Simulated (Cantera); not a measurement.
Cantera with NASA thermochemical tables; ideal gases at 1 bar, condensed phases pure. Values are per mole of reaction as written; species without (g) are pure solids or liquids, kept so even where they would boil at 1 bar.

6 HI(g) + N₂(g) = 2 NH₃(g) + 3 I₂

```json
[
 {"T (K)": "300", "ΔH° (kJ)": "-250.0", "ΔS° (J/K)": "-697.0", "ΔG° (kJ)": "-40.9", "log10 K": "7.12", "condensed phases": "I₂(s)"},
 {"T (K)": "473", "ΔH° (kJ)": "(withheld)", "ΔS° (J/K)": "(withheld)", "ΔG° (kJ)": "(withheld)", "log10 K": "(withheld)", "condensed phases": "I₂(l)"},
 {"T (K)": "498", "ΔH° (kJ)": "(withheld)", "ΔS° (J/K)": "(withheld)", "ΔG° (kJ)": "(withheld)", "log10 K": "(withheld)", "condensed phases": "I₂(l)"},
 {"T (K)": "523", "ΔH° (kJ)": "(withheld)", "ΔS° (J/K)": "(withheld)", "ΔG° (kJ)": "(withheld)", "log10 K": "(withheld)", "condensed phases": "I₂(l)"},
 {"T (K)": "548", "ΔH° (kJ)": "-181.1", "ΔS° (J/K)": "-525.6", "ΔG° (kJ)": "106.9", "log10 K": "-10.19", "condensed phases": "I₂(l)"},
 {"T (K)": "573", "ΔH° (kJ)": "(withheld)", "ΔS° (J/K)": "(withheld)", "ΔG° (kJ)": "(withheld)", "log10 K": "(withheld)", "condensed phases": "I₂(l)"}
]
```

Question: What belongs in the gaps?

Answer: 
- 473, ΔH° (kJ): -189.7
- 473, ΔS° (J/K): -542.5
- 473, ΔG° (kJ): 66.9
- 473, log10 K: -7.39
- 498, ΔH° (kJ): -186.9
- 498, ΔS° (J/K): -536.6
- 498, ΔG° (kJ): 80.4
- 498, log10 K: -8.43
- 523, ΔH° (kJ): -184.0
- 523, ΔS° (J/K): -531.0
- 523, ΔG° (kJ): 93.7
- 523, log10 K: -9.36
- 573, ΔH° (kJ): -178.2
- 573, ΔS° (J/K): -520.4
- 573, ΔG° (kJ): 120.0
- 573, log10 K: -10.94
